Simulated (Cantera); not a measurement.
**Equilibrium for sublimation and decomposition of ceramics: TiC + C + H2**

A closed system holds: 1 mol TiC, 0.76 mol C, 1.2 mol H2, equilibrated at 2327 °C and 0.00250 bar.

These are equilibrium values from Cantera (NASA tables, ideal gas, pure condensed phases), not measurements of a reactor. Candidate condensed phases: C, C6H6, C7H8, C8H18, Ti, TiC; 77 gas species. TiC: taken at fixed stoichiometry. The numbers say what is thermodynamically allowed, not how fast it happens.

```json
{
 "x(H)": "0.523",
 "x(H2)": "0.465",
 "x(C2H2 (acetylene))": "0.00754",
 "x(Ti)": "0.00222",
 "x(C3)": "0.000886",
 "x(C2H)": "0.000747",
 "x(C)": "0.000250",
 "x(C2)": "8.32e-5",
 "x(C4H2)": "5.07e-5",
 "n(C(graphite))": "0.731 mol",
 "n(TiC(s))": "0.996 mol",
 "gas_amount": "1.634 mol",
 "log10 activity of Ti(l) (absent)": "-2.86"
}
```
